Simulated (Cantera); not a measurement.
Cantera run:

```python
import numpy as np
import cantera as ct

gas_names = [...]  # 113 gases of nasa_gas.yaml made of C, H, O, Ti
cond_names = """
    C(gr) C6H6(L) C7H8(L) C8H18(L),n-octa H2O(s) H2O(L) Ti(a) Ti(b) Ti(L) TiC(s) TiC(L) TiO(a) TiO(b)
    TiO(L) TiO2(ru) TiO2(L) Ti2O3(a) Ti2O3(b) Ti2O3(L) Ti3O5(a) Ti3O5(b) Ti3O5(L) Ti4O7(s) Ti4O7(L)
""".split()


# ... load() reads the species with a 1 bar reference pressure and builds the phases ...
atoms = {
    'Ti(OiPr)4': {'Ti': 1, 'C': 12, 'H': 28, 'O': 4},
    'CH4': {'C': 1, 'H': 4},
    'H2': {'H': 2},
}
top_T = {'C(gr)': 4500}  # K; cautious upper limits of use, not melting points


# ... equilibrate(T, P, feed) seeds the gas with the atoms and calls Mixture.equilibrate('TP', solver="vcs", rtol=1e-11, max_steps=5000) ...
results = []
feed = {'Ti(OiPr)4': 1, 'CH4': 1.1, 'H2': 18}  # mol
P = 100000  # Pa
for T in [1350, 1450, 1550, 1650, 1750, 1850, 1950, 2050, 2150]:
    mix = equilibrate(T, P, feed)
    results.append((T, P, feed, dict(zip(mix.species_names, mix.species_moles))))

top = {s: max(r[3][s] / sum(r[3][g] for g in gas_names) for r in results) for s in gas_names}
cols = sorted((s for s in top if top[s] > 0.0001), key=lambda s: -top[s])[:7]
seen = [c for c in cond_names if any(r[3].get(c, 0) > 1e-12 for r in results)]
print("log10 of partial pressures in bar; condensed amounts in mol")
print(f"{'T/K':>10s}" + "".join(f"{s[:9]:>10s}" for s in cols + seen))
for T, P, feed, n in results:
    ng = sum(n[g] for g in gas_names)
    print(f"{T:10.4g}" + "".join(f"{np.log10(max(n[s] / ng * P / 1e5, 1e-99)):10.3f}" for s in cols)
          + "".join(f"{n.get(c, 0):10.4g}" for c in seen))
```

It prints:

```
log10 of partial pressures in bar; condensed amounts in mol
       T/K        H2        CO       CH4         H C2H2,acet       H2O     C(gr)    TiC(s)  Ti3O5(b)
      1350    -0.031    -1.195    -2.302    -5.638    -5.938    -3.468      10.6         0    0.3333
      1450    -0.049    -0.980    -2.580    -5.049    -5.361    -3.632     8.009         1         0
      1550    -0.049    -0.980    -2.790    -4.526    -4.844    -3.945     8.041         1         0
      1650    -0.049    -0.980    -2.974    -4.066    -4.390    -4.220     8.058         1         0
      1750    -0.049    -0.980    -3.137    -3.658    -3.988    -4.463     8.065         1         0
      1850    -0.049    -0.980    -3.281    -3.293    -3.631    -4.678     8.062         1         0
      1950    -0.049    -0.980    -3.411    -2.965    -3.311    -4.871     8.048         1         0
      2050    -0.050    -0.980    -3.528    -2.669    -3.024    -5.045     8.016         1         0
      2150    -0.051    -0.981    -3.634    -2.400    -2.764    -5.203     7.958         1         0
```

Cantera equilibrium calculation (NASA polynomials, part measured and part estimated; ideal gas, pure solids and liquids). The feed counts by its element totals alone. TiC: taken at fixed stoichiometry.
